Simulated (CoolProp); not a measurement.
Vapour-liquid equilibrium of dimethyl carbonate (1) + n-octane (2) at 0.0301 MPa; x and y are mole fractions of (1).

The numbers come from the multi-fluid Helmholtz-energy mixture model, Zhou 2011 and Beckmüller 2019; pair parameters Bell 2016 in CoolProp.

| x | bubble temperature (K) | y at the bubble point | dew temperature at overall composition x (K) | liquid density (mol/L) |
|---|---|---|---|---|
| 0.05 | 349.1 | 0.361 | 358.8 | 5.882 |
| 0.125 | [?] | 0.590 | [?] | 6.182 |
| 0.2 | [?] | 0.687 | 354.5 | 6.469 |
| 0.275 | 331.5 | 0.736 | 352.1 | 6.761 |
| 0.35 | 330.0 | [?] | [?] | 7.068 |
| 0.425 | 329.1 | 0.778 | 346.7 | 7.396 |
| 0.5 | 328.7 | [?] | 343.6 | 7.753 |
| 0.575 | 328.5 | 0.794 | 340.2 | 8.144 |
| 0.65 | 328.3 | 0.800 | 336.4 | 8.576 |
| 0.725 | 328.1 | 0.809 | 332.2 | 9.056 |
| 0.8 | 328.0 | 0.825 | 328.3 | 9.591 |
| 0.875 | 328.0 | 0.857 | 328.1 | 10.19 |
| 0.95 | 328.5 | 0.921 | 328.8 | [?] |

Question: Some entries are withheld; supply them.

Answer: 
- 0.125, bubble temperature (K): 339.5
- 0.125, dew temperature at overall composition x (K): 356.7
- 0.2, bubble temperature (K): 334.4
- 0.35, y at the bubble point: 0.763
- 0.35, dew temperature at overall composition x (K): 349.5
- 0.5, y at the bubble point: 0.787
- 0.95, liquid density (mol/L): 10.86

y crosses x between x = 0.8 and 0.875: the model has an azeotrope there.

The pair parameters rest on a limited set of measurements; away from them the model extrapolates. With so large a gap from Raoult's law the liquid may split in two, which this calculation doesn't test in full.
